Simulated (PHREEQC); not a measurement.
A solution holds 0.0032 mol/kgw Pb(NO3)2 and 0.041 mol/kgw MgSO4, at 5 °C. Closed to the air; pH follows from the charge balance.

Model: ion-association model, phreeqc.dat, run in PHREEQC.

No solid was allowed to form.

Question: What pH, ionic strength, specific conductance does the model give?

Answer: pH 5.65; ionic strength 0.111 mol/kgw; specific conductance 3090 µS/cm.

Question: In which forms is S present?

Answer: SO4-2 61 %, MgSO4 33 %, PbSO4 4.6 %, Pb(SO4)2-2 1.2 % of the S.

Examples of supersaturated solids here: Anglesite. Others may be too. Constants without temperature data keep their 25 °C values here.
